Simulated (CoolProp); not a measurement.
Isohexane along the isobar 3.56 MPa: fugacity coefficient from the reference equation and from simpler models built on Tc = 224.6 °C, pc = 3.043 MPa, ω = 0.280; each cubic takes its own stable root.

Computed with CoolProp (reference Helmholtz-energy equation of state, Lemmon 2006). It is a short technical equation, of lower accuracy than the large ones.

```csv
T (°C),phase,reference
56.55,liquid,0.02886
69.45,liquid,0.04237
82.45,liquid,0.06016
95.35,liquid,0.08249
108.25,liquid,0.1099
121.15,liquid,0.1428
134.05,liquid,0.1811
147.05,liquid,0.2254
159.95,liquid,0.2747
172.85,liquid,0.3288
185.75,liquid,0.3872
198.65,liquid,0.4488
211.65,liquid,0.5129
224.55,liquid,0.5763
237.45,supercritical,0.6330
```

Problem. How far does each simpler model (Redlich-Kwong, Peng-Robinson) lie from the reference over these 15 states: mean and median of the absolute difference, and the worst?

Solution. 
- Redlich-Kwong: mean 31.3 %, median 25.2 %, worst +82.8 % at 56.55 °C and 3.56 MPa
- Peng-Robinson: mean 0.3 %, median 0.1 %, worst -1.8 % at 237.45 °C and 3.56 MPa
